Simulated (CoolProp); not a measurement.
Computed with CoolProp (reference Helmholtz-energy equation of state, Eisenbach 2021).

Question: For propylene glycol, give the phase and the density (kg/m³), isothermal compressibility (1/MPa), fugacity coefficient at 388.8 K and 7.52 MPa; 414.5 K and 7.52 MPa; 517.3 K and 7.52 MPa.

Answer: 
- 388.8 K and 7.52 MPa: liquid; density 965, isothermal compressibility 0.000731, fugacity coefficient 0.00103
- 414.5 K and 7.52 MPa: liquid; density 943, isothermal compressibility 0.000848, fugacity coefficient 0.00309
- 517.3 K and 7.52 MPa: liquid; density 841, isothermal compressibility 0.00177, fugacity coefficient 0.0663
